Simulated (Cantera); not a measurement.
Feed: 1 mol Si₃N₄, 4.8 mol H₂O, 9.7 mol N₂, 8.3 mol H₂, equilibrated at 0.100 bar.

Equilibrium computed with Cantera from the NASA thermochemical tables; the gas is ideal and each condensed phase is pure. Candidate condensed phases: H₂O, Si, SiO₂, Si₂N₂O, Si₃N₄; 35 gas species. Mutual solubility and eutectic melting of coexisting phases are not modelled. The tables hold silica as quartz up to 1696 K and as liquid above; real silica turns to tridymite and cristobalite and melts near 1996 K. Rates play no part.

x: gas mole fraction; n: condensed amount in mol.

```tsv
T (°C)	x H₂	x N₂	x SiO	x H	x H₂O	x NH₃	x Si	n SiO₂(β-quartz)	n Si₂N₂O(s)	n SiO₂(condensed)
750	0.537	0.463	<1e-12	9.59e-9	3.23e-5	1.34e-5	<1e-12	2.20	0.400	0
825	0.537	0.463	2.23e-11	5.73e-8	4.51e-5	8.60e-6	<1e-12	2.20	0.400	0
900	0.537	0.463	7.83e-10	2.73e-7	6.03e-5	5.82e-6	<1e-12	2.20	0.400	0
975	0.537	0.463	1.78e-8	1.08e-6	7.75e-5	4.12e-6	<1e-12	2.20	0.401	0
1050	0.537	0.463	2.81e-7	3.67e-6	9.67e-5	3.03e-6	<1e-12	2.20	0.401	0
1125	0.537	0.463	___	___	___	___	<1e-12	2.20	0.401	0
1200	0.537	0.463	2.96e-5	2.93e-5	0.000140	1.80e-6	4.88e-12	2.20	0.401	0
1275	0.537	0.463	0.000215	7.13e-5	0.000164	1.44e-6	1.01e-10	2.20	0.400	0
1350	0.536	0.463	0.00130	0.000160	0.000188	1.17e-6	1.57e-9	2.19	0.391	0
1425	0.532	0.461	___	___	0.000212	___	___	0	___	___
1500	0.515	0.455	0.0293	0.000646	0.000226	7.71e-7	1.92e-7	0	0.154	1.95
1575	0.502	0.449	0.0467	0.00119	0.000587	6.32e-7	2.66e-7	0	0	1.78
```

**Question.** Fill in the missing entries.

**Answer.** 
- 1425, x SiO: 0.00662
- 1425, x H: 0.000333
- 1425, x NH₃: 9.63e-7
- 1425, x Si: 1.92e-8
- 1425, n Si₂N₂O(s): 0.347
- 1425, n SiO₂(condensed): 2.14
- 1125, x SiO: 3.28e-6
- 1125, x H: 1.10e-5
- 1125, x H₂O: 0.000118
- 1125, x NH₃: 2.30e-6
